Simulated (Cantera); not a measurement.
## Ignition delay

Mixture: 9.39 % CH4, 0.338 % CO, 19.0 % O2, 71.3 % N2, at 9.87 atm, adiabatic and at constant pressure. Ignition delay is the time to a rise of 400 K.

Detailed kinetics in Cantera: GRI-Mech 3.0 (53 species, 325 reactions).

| T0 (K) | delay (ms) |
|---|---|
| 1150 | 9.52 |
| 1225 | 3.66 |
| 1300 | 1.51 |
| 1375 | 0.666 |
| 1450 | 0.309 |
| 1525 | 0.150 |
| 1600 | 0.0762 |
| 1675 | 0.0407 |
| 1750 | 0.0229 |

```
Property                                                Result
--------------------------------------------------  ----------
apparent activation energy between 1600 and 1750 K  190 kJ/mol
```
